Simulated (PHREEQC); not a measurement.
Solution (20 °C): 0.19 mol FeSO4, 0.00022 mol ZnCl2, 4e-05 mol H2SO4 and 7.4e-05 mol NaCl per kg of water. It is in equilibrium with CO2 at log p = -3.4 (atm). Otherwise closed; pH follows from the charge balance.

All values are PHREEQC results (ion-association model, wateq4f.dat), not measurements.

| quantity | before | after |
|---|---|---|
| pH | 4.79 | 3.09 |
| ionic strength (mol/kgw) | 0.400 | 0.401 |
| Fe+2 (mol/kgw) | 0.100 | 0.100 |
| SO4-2 (mol/kgw) | 0.0998 | 0.0984 |
| FeSO4 (mol/kgw) | 0.0900 | 0.0885 |
| Cl- (mol/kgw) | 0.000496 | 0.000496 |
| SI of Melanterite (FeSO4:7H2O) | -0.96 | -0.97 |
| SI of Siderite (FeCO3) | -2.70 | -6.09 |

Q: Which change was made?
(A) H2SO4 left out
(B) 0.0061 mol/kgw HF added
(C) NaCl left out
(D) diluted 5-fold with water
(E) H2SO4 replaced by Fe2(SO4)3 at the same molality

A: B, 0.0061 mol/kgw HF added

No solid was allowed to form. Fluoro complexes past AlF4- and FeF3 are missing from the database.
